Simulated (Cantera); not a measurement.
## CH₃Cl + HCl + H₂ (fluorocarbon and chlorocarbon gases)

Charge: 1 mol CH₃Cl, 0.24 mol HCl, 1.5 mol H₂, held at 10.0 mbar.

Method: chemical equilibrium by Gibbs-energy minimisation in Cantera with the NASA 1993 tables (ideal gas, pure condensed phases). Candidate condensed phases: C, C₆H₆, C₇H₈, C₈H₁₈; 91 gas species. The tables' values for CCl are old estimates; treat these amounts as uncertain. Equilibrium is a limit: real reactors are often held back by kinetics, nucleation or transport.

From 1077 °C to 2677 °C the condensed part is C(graphite). From 2877 °C to 3077 °C nothing is condensed. The main C-bearing gas is CH₄ at 1077 °C and C₃ at 3077 °C.

```tsv
T (°C)	x H	x H₂	x HCl	x Cl	x C₃	x C	x C₂H₂ (acetylene)	x C₂	n C(graphite)
1077	1.95e-5	0.668	0.332	8.05e-6	<1e-12	<1e-12	8.28e-7	<1e-12	1.000
1277	0.000257	0.668	0.331	0.000102	<1e-12	<1e-12	1.07e-5	<1e-12	1.000
1477	0.00190	0.667	0.330	0.000726	2.38e-12	6.43e-12	7.66e-5	<1e-12	0.999
1677	0.00932	0.661	0.326	0.00345	7.83e-10	1.01e-9	0.000361	6.58e-11	0.997
1877	0.0338	0.641	0.312	0.0120	8.57e-8	6.15e-8	0.00124	7.42e-9	0.990
2077	0.0958	0.591	0.278	0.0323	4.13e-6	1.85e-6	0.00326	3.70e-7	0.973
2277	0.218	0.491	0.216	0.0678	0.000107	3.26e-5	0.00652	9.91e-6	0.938
2477	0.400	0.341	0.136	0.110	0.00169	0.000378	0.00960	0.000163	0.857
2677	0.576	0.182	0.0645	0.140	0.0181	0.00312	0.00975	0.00182	0.433
2877	0.687	0.0787	0.0254	0.150	0.0331	0.0121	0.00280	0.00564	0
3077	0.738	0.0318	0.00981	0.152	0.0249	0.0305	0.000459	0.00886	0
```
x: gas mole fraction; n: condensed amount in mol.
